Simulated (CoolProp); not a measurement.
Saturation properties of oxygen.

Model: reference Helmholtz-energy equation of state, Schmidt 1985, in CoolProp.

```csv
T (K),p (MPa),liquid density (kg/m³),enthalpy of vaporisation (kJ/kg),surface tension (mN/m),vapour viscosity (µPa s),liquid conductivity (mW/(m K))
89.2,0.09127,1146,214.0,13.4,6.87,152
94.3,0.1527,…,208.9,12.1,7.27,145
99.4,0.2414,1094,203.3,10.9,7.68,137
104.5,0.3644,1067,…,9.66,8.09,130
109.6,0.5286,1038,190.3,8.47,8.51,123
114.7,0.7414,1007,182.6,7.31,8.95,115
119.8,1.010,975.2,174.0,6.18,9.41,108
124.9,…,940.4,…,5.09,9.90,100
```

Question: Some entries are withheld; supply them.

Answer: 
- 94.3, liquid density (kg/m³): 1120
- 104.5, enthalpy of vaporisation (kJ/kg): 197.1
- 124.9, p (MPa): 1.344
- 124.9, enthalpy of vaporisation (kJ/kg): 164.3

It boils at 90.2 K under 1 atm.

Viscosity comes from a separate model (Lemmon 2004). Thermal conductivity comes from a separate model (Lemmon 2004). Surface tension comes from a separate correlation (Mulero 2012).
